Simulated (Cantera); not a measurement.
What does this Cantera script print?

```python
import numpy as np
import cantera as ct

gas_names = [...]  # 151 gases of nasa_gas.yaml made of C, H, N, O, Si
cond_names = """
    C(gr) C6H6(L) C7H8(L) C8H18(L),n-octa H2O(s) H2O(L) Si(cr) Si(L) SiC(b) SiO2(Lqz) SiO2(hqz) SiO2(L)
    Si2N2O(s) Si3N4(a)
""".split()


# ... load() reads the species with a 1 bar reference pressure and builds the phases ...
atoms = {
    'Si3N4': {'Si': 3, 'N': 4},
    'CO2': {'C': 1, 'O': 2},
    'H2': {'H': 2},
}
top_T = {'C(gr)': 4500, 'SiC(b)': 3050, 'Si2N2O(s)': 2100, 'Si3N4(a)': 2400}  # K; cautious upper limits of use, not melting points


# ... equilibrate(T, P, feed) seeds the gas with the atoms and calls Mixture.equilibrate('TP', solver="vcs", rtol=1e-11, max_steps=5000) ...
results = []
feed = {'Si3N4': 1, 'CO2': 0.18, 'H2': 43}  # mol
T = 1123.15  # K
for P in [0.1, 0.75, 5.6, 42, 320, 2400, 18000, 130000, 1000000]:
    mix = equilibrate(T, P, feed)
    results.append((T, P, feed, dict(zip(mix.species_names, mix.species_moles))))

top = {s: max(r[3][s] / sum(r[3][g] for g in gas_names) for r in results) for s in gas_names}
cols = sorted((s for s in top if top[s] > 0.0001), key=lambda s: -top[s])[:8]
seen = [c for c in cond_names if any(r[3].get(c, 0) > 1e-12 for r in results)]
print("log10 of partial pressures in bar; condensed amounts in mol")
print(f"{'P/Pa':>10s}" + "".join(f"{s[:9]:>10s}" for s in cols + seen))
for T, P, feed, n in results:
    ng = sum(n[g] for g in gas_names)
    print(f"{P:10.4g}" + "".join(f"{np.log10(max(n[s] / ng * P / 1e5, 1e-99)):10.3f}" for s in cols)
          + "".join(f"{n.get(c, 0):10.4g}" for c in seen))
```

Output:

```
log10 of partial pressures in bar; condensed amounts in mol
      P/Pa        H2        N2       CH4       NH3     C(gr)    SiC(b) Si2N2O(s)  Si3N4(a)
       0.1    -6.002    -8.256   -16.264   -16.684         0      0.18    0.3599       0.7
      0.75    -5.127    -7.381   -13.931   -14.934         0      0.18      0.36       0.7
       5.6    -4.254    -6.507   -11.602   -13.187         0      0.18      0.36       0.7
        42    -3.379    -5.633    -9.269   -11.437         0    0.1799      0.36       0.7
       320    -2.497    -4.753    -6.918    -9.675         0    0.1783      0.36    0.7006
      2400    -1.621    -4.166    -4.776    -8.068    0.1461  0.003695      0.36    0.7588
   1.8e+04    -0.748    -3.299    -3.122    -6.323         0         0      0.36      0.76
   1.3e+05     0.111    -2.441    -2.264    -4.607         0         0      0.36      0.76
     1e+06     0.997    -1.565    -1.378    -2.840         0         0      0.36      0.76
```

These are equilibrium values from Cantera (NASA tables, ideal gas, pure condensed phases), not measurements of a reactor. Mutual solubility and eutectic melting of coexisting phases are not modelled.
